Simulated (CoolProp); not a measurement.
A simple Rankine cycle with trans-2-butene: condensing at 294.15 K, boiler at 1.3 MPa, turbine inlet 380.7 K, turbine efficiency 0.6, pump efficiency 0.6, no recuperator. Each further row changes one setting.

Computed with CoolProp (reference Helmholtz-energy equation of state, Lemmon 2005). It is a short technical equation, of lower accuracy than the large ones.

```csv
case,thermal efficiency (%),net work (kJ/kg),heat in (kJ/kg),turbine exit temperature (K),volume ratio over the turbine
as stated,9.4,47.5,503,335.0,6.64
turbine inlet 400.7 K,9.5,51.9,547,357.2,6.48
condensing temperature 286.15 K,10.5,54.5,521,330.0,8.63
boiler pressure 0.91 MPa,8.0,41.2,517,346.7,4.45
turbine efficiency 0.5,7.8,39.1,503,339.8,6.75
```
